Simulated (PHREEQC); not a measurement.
HCl is added in steps, without added water, to 1 kg of water holding 46 mmol/kgw H3BO3 and 2.9 mmol/kgw NaF, at 25 °C. Oxygen is held at 0.21 atm. No CO2 enters from the air. No solid was allowed to form.

Base run: PHREEQC, ion-association model, wateq4f.dat. Each further column changes one thing. The table gives F- (mol/kgw).

| HCl added (mol) | base | Davies equation for every ion | database phreeqc.dat | all activity coefficients set to 1 | Debye-Hückel limiting law |
|---|---|---|---|---|---|
| 0 | 0.00280 | 0.00280 | 0.00280 | 0.00280 | 0.00280 |
| 0.0003625 | 0.00227 | 0.00227 | 0.00227 | 0.00227 | 0.00227 |
| 0.0009063 | 0.00156 | 0.00157 | 0.00156 | 0.00155 | 0.00157 |
| 0.001269 | 0.00119 | 0.00119 | 0.00119 | 0.00118 | 0.00120 |
| 0.001813 | 0.000792 | 0.000794 | 0.000793 | 0.000767 | 0.000796 |
| 0.002175 | 0.000617 | 0.000619 | 0.000618 | 0.000590 | 0.000621 |
| 0.002719 | 0.000451 | 0.000452 | 0.000451 | 0.000423 | 0.000454 |
| 0.003081 | 0.000380 | 0.000381 | 0.000380 | 0.000353 | 0.000384 |
| 0.003625 | 0.000307 | 0.000309 | 0.000308 | 0.000283 | 0.000311 |
| 0.003987 | 0.000273 | 0.000275 | 0.000274 | 0.000250 | 0.000277 |
| 0.004531 | 0.000235 | 0.000236 | 0.000236 | 0.000214 | 0.000239 |
| 0.004894 | 0.000216 | 0.000217 | 0.000216 | 0.000195 | 0.000219 |
| 0.005437 | 0.000193 | 0.000194 | 0.000193 | 0.000173 | 0.000196 |
| 0.0058 | 0.000180 | 0.000181 | 0.000180 | 0.000161 | 0.000183 |

Real BF4- forms and hydrolyses slowly; the run takes it at equilibrium. phreeqc.dat and wateq4f.dat share most of their constants, so their agreement is no independent check.
